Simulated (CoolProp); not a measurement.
Vapour-liquid equilibrium of isohexane (1) + benzene (2) at 184.85 °C; x and y are mole fractions of (1).

The numbers come from the multi-fluid Helmholtz-energy mixture model, Lemmon 2006 and Thol 2012; pair parameters Bell 2016 in CoolProp.

```json
[
 {"x": "0.05", "bubble pressure (MPa)": "1.174", "y at the bubble point": "0.085", "dew pressure at overall composition x (MPa)": "1.151", "liquid density (mol/L)": "8.475"},
 {"x": "0.15", "bubble pressure (MPa)": "1.269", "y at the bubble point": "0.222", "dew pressure at overall composition x (MPa)": "1.219", "liquid density (mol/L)": "8.015"},
 {"x": "0.25", "bubble pressure (MPa)": "1.347", "y at the bubble point": "0.332", "dew pressure at overall composition x (MPa)": "1.289", "liquid density (mol/L)": "7.589"},
 {"x": "0.35", "bubble pressure (MPa)": "1.411", "y at the bubble point": "0.429", "dew pressure at overall composition x (MPa)": "1.359", "liquid density (mol/L)": "7.195"},
 {"x": "0.45", "bubble pressure (MPa)": "1.466", "y at the bubble point": "0.518", "dew pressure at overall composition x (MPa)": "1.425", "liquid density (mol/L)": "6.829"},
 {"x": "0.55", "bubble pressure (MPa)": "1.512", "y at the bubble point": "0.604", "dew pressure at overall composition x (MPa)": "1.484", "liquid density (mol/L)": "6.489"},
 {"x": "0.65", "bubble pressure (MPa)": "1.553", "y at the bubble point": "0.689", "dew pressure at overall composition x (MPa)": "1.535", "liquid density (mol/L)": "6.173"},
 {"x": "0.75", "bubble pressure (MPa)": "1.588", "y at the bubble point": "0.775", "dew pressure at overall composition x (MPa)": "1.579", "liquid density (mol/L)": "5.879"},
 {"x": "0.85", "bubble pressure (MPa)": "1.619", "y at the bubble point": "0.864", "dew pressure at overall composition x (MPa)": "1.614", "liquid density (mol/L)": "5.604"},
 {"x": "0.95", "bubble pressure (MPa)": "1.646", "y at the bubble point": "0.954", "dew pressure at overall composition x (MPa)": "1.645", "liquid density (mol/L)": "5.345"}
]
```

No azeotrope shows between x = 0.05 and 0.95.

The pair parameters rest on a limited set of measurements; away from them the model extrapolates.
